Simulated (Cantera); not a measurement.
Charge: 1 mol Si₃N₄, 0.083 mol N₂O, 710 mol N₂, at 26.0 mbar.

These are equilibrium values from Cantera (NASA tables, ideal gas, pure condensed phases), not measurements of a reactor. Candidate condensed phases: Si, SiO₂, Si₂N₂O, Si₃N₄; 16 gas species. Mutual solubility and eutectic melting of coexisting phases are not modelled. The numbers say what is thermodynamically allowed, not how fast it happens.

Problem. What share of the Si ends up in condensed phases as a function of T (K), at 1125, 1225, 1325, 1425, 1525, 1625, 1725, 1825, 1925, 2025?

Solution. 
```json
[
 {"T (K)": "1125", "Si condensed (%)": "100.0", "as": "Si₂N₂O(s) + Si₃N₄(s)"},
 {"T (K)": "1225", "Si condensed (%)": "100.0", "as": "Si₂N₂O(s) + Si₃N₄(s)"},
 {"T (K)": "1325", "Si condensed (%)": "100.0", "as": "Si₂N₂O(s) + Si₃N₄(s)"},
 {"T (K)": "1425", "Si condensed (%)": "100.0", "as": "Si₂N₂O(s) + Si₃N₄(s)"},
 {"T (K)": "1525", "Si condensed (%)": "99.8", "as": "Si₂N₂O(s) + Si₃N₄(s)"},
 {"T (K)": "1625", "Si condensed (%)": "97.2", "as": "Si₃N₄(s)"},
 {"T (K)": "1725", "Si condensed (%)": "97.0", "as": "Si₃N₄(s)"},
 {"T (K)": "1825", "Si condensed (%)": "94.1", "as": "Si₃N₄(s)"},
 {"T (K)": "1925", "Si condensed (%)": "77.9", "as": "Si(l)"},
 {"T (K)": "2025", "Si condensed (%)": "34.9", "as": "Si(l)"}
]
```
